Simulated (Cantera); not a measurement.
Input: 1 mol SiCl₄, 0.44 mol HCl, 45 mol H₂, at 170000 Pa.

These are equilibrium values from Cantera (NASA tables, ideal gas, pure condensed phases), not measurements of a reactor. Candidate condensed phases: Si; 19 gas species. The tables' values for SiCl₃ are old estimates; treat these amounts as uncertain. Gases not in the tables: Si₂H₆ and higher silanes. Equilibrium is a limit: real reactors are often held back by kinetics, nucleation or transport.

x: gas mole fraction; n: condensed amount in mol.

```json
[
 {"T (°C)": "602", "x H₂": "0.966", "x HCl": "0.0127", "x SiCl₄": "0.0184", "x SiCl₂": "1.38e-7", "n Si(s)": "0", "n Si(l)": "0"},
 {"T (°C)": "677", "x H₂": "0.964", "x HCl": "0.0147", "x SiCl₄": "0.0164", "x SiCl₂": "2.35e-6", "n Si(s)": "0", "n Si(l)": "0"},
 {"T (°C)": "752", "x H₂": "0.961", "x HCl": "0.0172", "x SiCl₄": "0.0142", "x SiCl₂": "2.37e-5", "n Si(s)": "0", "n Si(l)": "0"},
 {"T (°C)": "827", "x H₂": "0.958", "x HCl": "0.0200", "x SiCl₄": "0.0119", "x SiCl₂": "0.000158", "n Si(s)": "0", "n Si(l)": "0"},
 {"T (°C)": "902", "x H₂": "0.955", "x HCl": "0.0234", "x SiCl₄": "0.00955", "x SiCl₂": "0.000736", "n Si(s)": "0", "n Si(l)": "0"},
 {"T (°C)": "977", "x H₂": "0.950", "x HCl": "0.0290", "x SiCl₄": "0.00728", "x SiCl₂": "0.00223", "n Si(s)": "[?]", "n Si(l)": "0"},
 {"T (°C)": "1052", "x H₂": "0.943", "x HCl": "0.0386", "x SiCl₄": "0.00507", "x SiCl₂": "0.00432", "n Si(s)": "[?]", "n Si(l)": "0"},
 {"T (°C)": "1127", "x H₂": "0.935", "x HCl": "0.0472", "x SiCl₄": "0.00300", "x SiCl₂": "0.00704", "n Si(s)": "[?]", "n Si(l)": "0"},
 {"T (°C)": "1202", "x H₂": "0.930", "x HCl": "0.0537", "x SiCl₄": "0.00150", "x SiCl₂": "0.00975", "n Si(s)": "[?]", "n Si(l)": "0"},
 {"T (°C)": "1277", "x H₂": "0.926", "x HCl": "0.0575", "x SiCl₄": "0.000669", "x SiCl₂": "0.0119", "n Si(s)": "0.241", "n Si(l)": "0"},
 {"T (°C)": "1352", "x H₂": "0.925", "x HCl": "0.0594", "x SiCl₄": "0.000284", "x SiCl₂": "0.0134", "n Si(s)": "0.245", "n Si(l)": "0"},
 {"T (°C)": "1427", "x H₂": "0.924", "x HCl": "0.0605", "x SiCl₄": "0.000122", "x SiCl₂": "0.0142", "n Si(s)": "[?]", "n Si(l)": "0.249"}
]
```

Q: Some entries are withheld; supply them.

A: 
- 977, n Si(s): 0.0260
- 1052, n Si(s): 0.114
- 1127, n Si(s): 0.181
- 1202, n Si(s): 0.223
- 1427, n Si(s): 0
